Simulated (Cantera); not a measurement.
## Catalytic combustion on Pt

An isothermal plug-flow reactor at 1250 K and 675 Torr (inlet), inlet velocity 0.16 m/s, active area per volume 370 1/m; feed CH4 : O2 : N2 = 0.0058 : 0.2 : 0.79 (molar parts), equivalence ratio 0.058.

Cantera simulation using Deutschmann's 1995 Pt surface mechanism with GRI-Mech 3.0 gas chemistry; the numbers are that mechanism's predictions, not measurements. Catalytic surfaces can have several steady states; this one follows from the mechanism file's or the stated starting coverage. Mass transfer to the wall is taken as infinitely fast.

```
z (m)       x CH4   x O2    x H2O    x CO2     x CO  θ free Pt   θ O*     θ OH*
-------  --------  -----  -------  -------  -------  ---------  -----  --------
0.00021   0.00459  0.198  0.00240  0.00118  7.00e-6      0.432  0.567  0.000528
0.00045   0.00343  0.196  0.00460  0.00224  5.98e-6      0.433  0.567  0.000715
0.00096   0.00177  0.193  0.00779  0.00378  5.16e-6      0.433  0.566  0.000922
0.0021   0.000373  0.190   0.0107  0.00526  1.93e-6      0.434  0.565   0.00108
0.0045    1.36e-5  0.189   0.0115  0.00574  1.79e-7      0.434  0.564   0.00112
0.0096    1.22e-8  0.189   0.0116  0.00580  2.93e-8      0.434  0.564   0.00112
0.021    8.67e-11  0.189   0.0116  0.00581  3.17e-9      0.434  0.564   0.00112
```
x: gas mole fraction; θ: surface coverage.
